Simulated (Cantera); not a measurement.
# Gas-phase reforming

A perfectly stirred reactor is fed with CH4 : CO2 : H2 = 1 : 4 : 0.22 (molar parts), at 1.00 bar; it is held at 1900 K, and followed from long to short residence time.

Cantera simulation using GRI-Mech 3.0 (53 species, 325 reactions); the numbers are that mechanism's predictions, not measurements.

```json
[
 {"τ (s)": "25", "x CH4": "4.13e-5", "x CO2": "0.215", "x H2": "0.106", "x C2H4": "1.90e-9", "x CH2": "4.07e-9", "x HCO": "5.23e-8", "x CH3": "1.85e-6"},
 {"τ (s)": "6.9", "x CH4": "0.000163", "x CO2": "0.215", "x H2": "0.106", "x C2H4": "2.77e-8", "x CH2": "1.47e-8", "x HCO": "5.04e-8", "x CH3": "6.95e-6"},
 {"τ (s)": "1.9", "x CH4": "0.000583", "x CO2": "0.216", "x H2": "0.106", "x C2H4": "3.48e-7", "x CH2": "5.14e-8", "x HCO": "5.14e-8", "x CH3": "2.44e-5"},
 {"τ (s)": "0.51", "x CH4": "0.00185", "x CO2": "0.220", "x H2": "0.104", "x C2H4": "3.54e-6", "x CH2": "1.71e-7", "x HCO": "5.77e-8", "x CH3": "7.79e-5"},
 {"τ (s)": "0.14", "x CH4": "0.00475", "x CO2": "0.235", "x H2": "0.0974", "x C2H4": "2.40e-5", "x CH2": "4.95e-7", "x HCO": "7.44e-8", "x CH3": "0.000204"},
 {"τ (s)": "0.038", "x CH4": "0.0101", "x CO2": "0.277", "x H2": "0.0833", "x C2H4": "0.000114", "x CH2": "1.21e-6", "x HCO": "1.14e-7", "x CH3": "0.000449"},
 {"τ (s)": "0.010", "x CH4": "0.0211", "x CO2": "0.365", "x H2": "0.0691", "x C2H4": "0.000463", "x CH2": "2.29e-6", "x HCO": "2.02e-7", "x CH3": "0.000905"},
 {"τ (s)": "0.0029", "x CH4": "0.0455", "x CO2": "0.485", "x H2": "0.0739", "x C2H4": "0.00147", "x CH2": "2.93e-6", "x HCO": "3.28e-7", "x CH3": "0.00163"},
 {"τ (s)": "0.00078", "x CH4": "0.0943", "x CO2": "0.627", "x H2": "0.0890", "x C2H4": "0.00365", "x CH2": "3.04e-6", "x HCO": "4.94e-7", "x CH3": "0.00266"},
 {"τ (s)": "0.00021", "x CH4": "0.146", "x CO2": "0.722", "x H2": "0.0731", "x C2H4": "0.00533", "x CH2": "3.00e-6", "x HCO": "5.60e-7", "x CH3": "0.00351"}
]
```
x: mole fraction; the columns are a selection and need not sum to one.
